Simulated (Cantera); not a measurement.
Cantera run, input and output.

```python
import numpy as np
import cantera as ct

gas = ct.Solution("gri30.yaml")
gas.TPX = 1250, 3200, {'H2': 0.01, 'O2': 1}
inlet = ct.Reservoir(gas, clone=True)

reactor = ct.IdealGasConstPressureReactor(gas, energy="off", clone=False)
exhaust = ct.Reservoir(gas, clone=True)
tau = [2, 1.1, 0.64, 0.36, 0.21, 0.12, 0.066, 0.037, 0.021, 0.012, 0.0068][0]
for a, b in ((inlet, reactor), (reactor, exhaust)):
    ct.MassFlowController(a, b, mdot=lambda t: reactor.mass / tau)
net = ct.ReactorNet([reactor])
show = ['H2', 'O2', 'H2O2', 'H2O', 'H']

rows = []
print(f"{'tau/s':>10s}{'T/K':>9s}" + "".join(f"{s:>11s}" for s in show))
for tau in [2, 1.1, 0.64, 0.36, 0.21, 0.12, 0.066, 0.037, 0.021, 0.012, 0.0068]:
    net.initial_time = 0.0
    net.advance(30 * tau)
    before = gas.X
    net.advance(40 * tau)
    drift = np.max(np.abs(gas.X - before) / (gas.X + 1e-9))
    rows.append([gas.T, *gas[show].X, drift])
    print(f"{tau:10.3e}{gas.T:9.1f}" + "".join(f"{x:11.3e}" for x in gas[show].X))
```

Output:

```
     tau/s      T/K         H2         O2       H2O2        H2O          H
 2.000e+00   1250.0  1.837e-05  9.893e-01  1.867e-08  9.801e-03  6.981e-06
 1.100e+00   1250.0  2.576e-05  9.891e-01  2.213e-08  9.764e-03  1.229e-05
 6.400e-01   1250.0  3.494e-05  9.887e-01  2.544e-08  9.721e-03  2.026e-05
 3.600e-01   1250.0  4.832e-05  9.882e-01  2.911e-08  9.663e-03  3.382e-05
 2.100e-01   1250.0  6.569e-05  9.876e-01  3.267e-08  9.596e-03  5.339e-05
 1.200e-01   1250.0  9.097e-05  9.869e-01  3.655e-08  9.508e-03  8.312e-05
 6.600e-02   1250.0  1.305e-04  9.859e-01  4.112e-08  9.390e-03  1.276e-04
 3.700e-02   1250.0  1.887e-04  9.850e-01  4.634e-08  9.242e-03  1.836e-04
 2.100e-02   1250.0  2.768e-04  9.841e-01  5.287e-08  9.055e-03  2.489e-04
 1.200e-02   1250.0  4.142e-04  9.834e-01  6.152e-08  8.810e-03  3.201e-04
 6.800e-03   1250.0  6.370e-04  9.830e-01  7.339e-08  8.467e-03  3.947e-04
```

Detailed kinetics in Cantera: GRI-Mech 3.0 (53 species, 325 reactions). Radical loss at walls, strong at low pressure, is not modelled.
